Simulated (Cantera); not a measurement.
Input (Python, Cantera) and output of one run.

```python
import numpy as np
import cantera as ct

gas_names = [...]  # 123 gases of nasa_gas.yaml made of C, H, O, Si
cond_names = """
    C(gr) C6H6(L) C7H8(L) C8H18(L),n-octa H2O(s) H2O(L) Si(cr) Si(L) SiC(b) SiO2(Lqz) SiO2(hqz) SiO2(L)
""".split()


# ... load() reads the species with a 1 bar reference pressure and builds the phases ...
atoms = {
    'HMDSO': {'Si': 2, 'C': 6, 'H': 18, 'O': 1},
    'CO2': {'C': 1, 'O': 2},
    'H2': {'H': 2},
    'O3': {'O': 3},
}
top_T = {'C(gr)': 4500, 'SiC(b)': 3050}  # K; cautious upper limits of use, not melting points


# ... equilibrate(T, P, feed) seeds the gas with the atoms and calls Mixture.equilibrate('TP', solver="vcs", rtol=1e-11, max_steps=5000) ...
results = []
feed = {'HMDSO': 1, 'CO2': 0.24, 'H2': 0.84, 'O3': 1.4}  # mol
T = 1548.15  # K
P = 68000  # Pa
mix = equilibrate(T, P, feed)
results.append((T, P, feed, dict(zip(mix.species_names, mix.species_moles))))
print(gas.report(threshold=0.001))
for i in range(1, mix.n_phases):
    print(f"{mix.phase(i).name:16s} {mix.phase_moles(i):12.5e} mol")
```

It prints:

```
       temperature   1548.2 K
          pressure   68000 Pa
           density   0.030795 kg/m^3
  mean mol. weight   5.8293 kg/kmol
   phase of matter   gas

                          1 kg             1 kmol
                     ---------------   ---------------
          enthalpy        3.7903e+06        2.2095e+07  J
   internal energy        1.5821e+06        9.2227e+06  J
           entropy             33786        1.9695e+05  J/K
    Gibbs function       -4.8515e+07       -2.8281e+08  J
 heat capacity c_p            5662.8             33010  J/K
 heat capacity c_v            4236.4             24695  J/K

                      mass frac. Y      mole frac. X     chem. pot. / RT
                     ---------------   ---------------   ---------------
               CH4         0.0027905         0.0010139           -40.729
                CO           0.70123           0.14593            -37.76
                H2           0.29494           0.85281            -19.24
     [ +120 minor]         0.0010467        0.00024013

C(gr)             4.54833e+00 mol
Si(cr)            0.00000e+00 mol
SiC(b)            0.00000e+00 mol
SiO2(hqz)         1.99908e+00 mol
```

Cantera equilibrium calculation (NASA polynomials, part measured and part estimated; ideal gas, pure solids and liquids). The feed counts by its element totals alone. The tables hold silica as quartz up to 1696 K and as liquid above; real silica turns to tridymite and cristobalite and melts near 1996 K.
